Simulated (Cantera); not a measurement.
# Equilibrium for sublimation and decomposition of ceramics: MgO + N2

Input: 1 mol MgO, 8.3 mol N2, at 75.0 Torr.

Method: chemical equilibrium by Gibbs-energy minimisation in Cantera with the NASA 1993 tables (ideal gas, pure condensed phases). Candidate condensed phases: Mg, MgO; 13 gas species. Rates play no part.

```json
[
 {"T (K)": "1498", "x N2": "1.00", "x Mg": "1.29e-8", "x O": "5.37e-11", "x O2": "1.85e-11", "x NO": "1.28e-8", "x MgO": "<1e-12", "x N": "<1e-12", "n MgO(s)": "1.00"},
 {"T (K)": "1598", "x N2": "1.00", "x Mg": "1.03e-7", "x O": "9.61e-10", "x O2": "4.61e-10", "x NO": "1.01e-7", "x MgO": "1.01e-11", "x N": "2.02e-12", "n MgO(s)": "1.000"},
 {"T (K)": "1698", "x N2": "1.000", "x Mg": "6.48e-7", "x O": "1.21e-8", "x O2": "7.69e-9", "x NO": "6.21e-7", "x MgO": "1.86e-10", "x N": "1.69e-11", "n MgO(s)": "1.000"},
 {"T (K)": "1798", "x N2": "1.000", "x Mg": "3.36e-6", "x O": "1.14e-7", "x O2": "9.09e-8", "x NO": "3.06e-6", "x MgO": "2.47e-9", "x N": "1.12e-10", "n MgO(s)": "1.000"},
 {"T (K)": "1898", "x N2": "1.000", "x Mg": "1.49e-5", "x O": "8.25e-7", "x O2": "7.90e-7", "x NO": "1.25e-5", "x MgO": "2.49e-8", "x N": "6.05e-10", "n MgO(s)": "1.000"},
 {"T (K)": "1998", "x N2": "1.000", "x Mg": "5.81e-5", "x O": "4.77e-6", "x O2": "5.23e-6", "x NO": "4.28e-5", "x MgO": "1.99e-7", "x N": "2.77e-9", "n MgO(s)": "1.000"},
 {"T (K)": "2098", "x N2": "1.000", "x Mg": "0.000204", "x O": "2.26e-5", "x O2": "2.73e-5", "x NO": "0.000127", "x MgO": "1.29e-6", "x N": "1.10e-8", "n MgO(s)": "0.998"},
 {"T (K)": "2198", "x N2": "0.999", "x Mg": "0.000655", "x O": "9.09e-5", "x O2": "0.000116", "x NO": "0.000332", "x MgO": "7.10e-6", "x N": "3.85e-8", "n MgO(s)": "0.994"},
 {"T (K)": "2298", "x N2": "0.997", "x Mg": "0.00193", "x O": "0.000317", "x O2": "0.000416", "x NO": "0.000782", "x MgO": "3.35e-5", "x N": "1.21e-7", "n MgO(s)": "0.984"},
 {"T (K)": "2398", "x N2": "0.991", "x Mg": "0.00527", "x O": "0.000979", "x O2": "0.00130", "x NO": "0.00168", "x MgO": "0.000138", "x N": "3.44e-7", "n MgO(s)": "0.955"},
 {"T (K)": "2498", "x N2": "0.976", "x Mg": "0.0134", "x O": "0.00274", "x O2": "0.00364", "x NO": "0.00336", "x MgO": "0.000508", "x N": "8.97e-7", "n MgO(s)": "0.882"},
 {"T (K)": "2598", "x N2": "0.944", "x Mg": "0.0317", "x O": "0.00701", "x O2": "0.00924", "x NO": "0.00623", "x MgO": "0.00169", "x N": "2.15e-6", "n MgO(s)": "0.707"},
 {"T (K)": "2698", "x N2": "0.875", "x Mg": "0.0707", "x O": "0.0167", "x O2": "0.0217", "x NO": "0.0107", "x MgO": "0.00510", "x N": "4.73e-6", "n MgO(s)": "0.285"},
 {"T (K)": "2798", "x N2": "0.831", "x Mg": "0.0942", "x O": "0.0278", "x O2": "0.0265", "x NO": "0.0134", "x MgO": "0.00673", "x N": "9.94e-6", "n MgO(s)": "0"}
]
```
x: gas mole fraction; n: condensed amount in mol.

From 1498 K to 2698 K the condensed part is MgO(s). At 2798 K nothing is condensed. The main Mg-bearing gas is Mg throughout.
